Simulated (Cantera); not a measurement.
Feed: 1 mol AlCl₃, 13 mol O₂, 1.6 mol N₂, 0.86 mol N₂O, at 1498.15 K and 6.30 mbar.

These are equilibrium values from Cantera (NASA tables, ideal gas, pure condensed phases), not measurements of a reactor. Candidate condensed phases: Al, AlCl₃, AlN, Al₂O₃; 24 gas species. The numbers say what is thermodynamically allowed, not how fast it happens.

Base state: O₂ 0.717, N₂ 0.139, Cl 0.117, Cl₂ 0.0261, NO 0.000940, ClO 0.000194, O 4.22e-5 (mole fractions); condensed: Al₂O₃(s).

Q: What changes in the equilibrium state with this change: N₂ from 1.6 to 34 mol?

A: 
```json
[
 {"species": "N₂", "before": "0.139", "after": "0.692"},
 {"species": "O₂", "before": "0.717", "after": "0.251"},
 {"species": "Cl", "before": "0.117", "after": "0.0501"},
 {"species": "Cl₂", "before": "0.0261", "after": "0.00475"},
 {"species": "ClO", "before": "0.000194", "after": "4.91e-5"},
 {"species": "O", "before": "4.22e-5", "after": "2.50e-5"},
 {"species": "NO", "before": "0.000940", "after": "0.00124"},
 {"species": "Al₂O₃(s), mol", "before": "0.500", "after": "0.500"}
]
```
